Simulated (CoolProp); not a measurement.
The numbers come from the reference Helmholtz-energy equation of state, Gao 2022 in CoolProp.

Question: Give the vapour pressure (kPa), enthalpy of vaporisation (kJ/kg), liquid cp (kJ/(kg K)) of saturated n-perfluorobutane at 218.7 K.

Answer: 
| T (K) | p (kPa) | enthalpy of vaporisation (kJ/kg) | liquid cp (kJ/(kg K)) |
|---|---|---|---|
| 218.7 | 6.44 | 114 | 1.04 |
